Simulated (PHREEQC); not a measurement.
Dissolve 0.015 mol AgF, 0.00027 mol NaCl and 0.022 mol Na2SO4 per kg of water at 25 °C. Closed to the air; pH follows from the charge balance.

Equilibrium calculation in PHREEQC: ion-association model, wateq4f.dat.

No solid was allowed to form.

### Question
What pH does the model give?

### Answer
pH 7.47.

### Question
In which forms is Na present?

### Answer
Na+ 96 %, NaSO4- 3.6 % of the Na.

The solution is supersaturated, for example in Cerargyrite, so a real one may precipitate; this is no full list.
